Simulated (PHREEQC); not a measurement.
A column of 1 m (30 cells, dispersivity 0.08 m, 720 s a shift, diffusion coefficient 3e-10 m²/s) holds 0.0014 eq of the database's cation exchanger X per kg of pore water, first in equilibrium with 0.08 mol/kgw SrCl2 and 1e-05 mol/kgw HCl. It is flushed with 0.00073 mol/kgw ZnCl2 and 1e-05 mol/kgw HCl, at 25 °C. Values are for the last cell. The system is closed to CO2. No solid was allowed to form.

Base run: PHREEQC, ion-association model, phreeqc.dat. Each further column changes one thing. The table gives Zn in solution (mol/kgw).

| pore volumes | base | exchange capacity from 0.0014 to 0.0007 eq/kgw | dispersivity from 0.08 to 0.16 m |
|---|---|---|---|
| 0 | 0 | 0 | 0 |
| 0.55 | 5.74e-5 | 5.91e-5 | 0.000126 |
| 1.083 | 0.000428 | 0.000452 | 0.000454 |
| 1.483 | 0.000509 | 0.000571 | 0.000561 |
| 2.017 | 0.000434 | 0.000547 | 0.000571 |
| 2.55 | 0.000410 | 0.000542 | 0.000522 |
| 2.95 | 0.000465 | 0.000591 | 0.000497 |
| 3.483 | 0.000564 | 0.000662 | 0.000509 |
| 4.017 | 0.000638 | 0.000702 | 0.000554 |
